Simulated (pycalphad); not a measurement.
# Phase fractions of Al-0.4682Mg-2.58Si (wt.%)

All values are pycalphad results on the COST 507 light-alloy database (1999) (1 atm), not direct measurements. These are 1990s assessments: newer ones move some temperatures and phases. Phase fractions are per mole of atoms. Kinetics are ignored, which matters at the lower temperatures.

| T (°C) | liquid | fcc | diamond (Si) | MG2SI |
|---|---|---|---|---|
| 652 | 1.000 | - | - | - |
| 602 | 0.219 | 0.781 | - | - |
| 552 | - | 0.987 | 0.013 | - |
| 502 | - | 0.982 | 0.017 | 0.001 |
| 452 | - | 0.977 | 0.019 | 0.004 |
| 402 | - | ___ | ___ | ___ |
| 352 | - | 0.972 | 0.021 | 0.007 |
| 302 | - | 0.971 | 0.022 | 0.007 |
| 252 | - | 0.970 | 0.022 | 0.008 |
| 202 | - | 0.970 | 0.022 | 0.008 |
| 152 | - | 0.970 | 0.022 | 0.008 |
| 102 | - | 0.970 | 0.022 | 0.008 |

Fill in the missing entries.


- 402, fcc: 0.974
- 402, diamond (Si): 0.020
- 402, MG2SI: 0.005

Database names, with the compositions (at.%) that they take in these runs: MG2SI: Mg 67 Si 33.
